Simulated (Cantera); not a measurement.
## Transport properties of process gases

Gas mixture: 47.8 % NO, 52.2 % N₂O, at 7500 Torr, frozen composition.

Cantera's kinetic-theory transport with the Lennard-Jones parameters of GRI-Mech 3.0, ideal gas; thermal conductivity in the mixture-averaged form. The composition is frozen, though it would react at the higher temperatures.

| T (K) | ρ (kg/m³) | cp (J/kg/K) | μ (µPa s) | λ (mW/m/K) | Pr | D (cm²/s) C₂H₂ | D (cm²/s) CH₄ | D (cm²/s) H |
|---|---|---|---|---|---|---|---|---|
| 400 | 11.2 | 981.2 | 21.0 | 28.6 | 0.720 | 0.0240 | 0.0328 | 0.184 |
| 650 | 6.90 | 1099 | 30.5 | 46.2 | 0.726 | 0.0572 | 0.0768 | 0.432 |
| 900 | 4.99 | 1183 | 38.5 | 62.3 | 0.731 | 0.100 | 0.134 | 0.754 |
| 1150 | 3.90 | 1234 | 45.5 | 76.9 | 0.730 | 0.152 | 0.203 | 1.14 |
| 1400 | 3.21 | 1271 | 51.9 | 90.5 | 0.729 | 0.212 | 0.282 | 1.59 |
| 1650 | 2.72 | 1299 | 57.8 | 103 | 0.729 | 0.280 | 0.370 | 2.09 |
| 1900 | 2.36 | 1320 | 63.4 | 115 | 0.729 | 0.354 | 0.468 | 2.64 |
| 2150 | 2.09 | 1336 | 68.8 | 126 | 0.729 | 0.435 | 0.575 | 3.24 |
D: mixture-averaged diffusion coefficient of that species in the mixture.
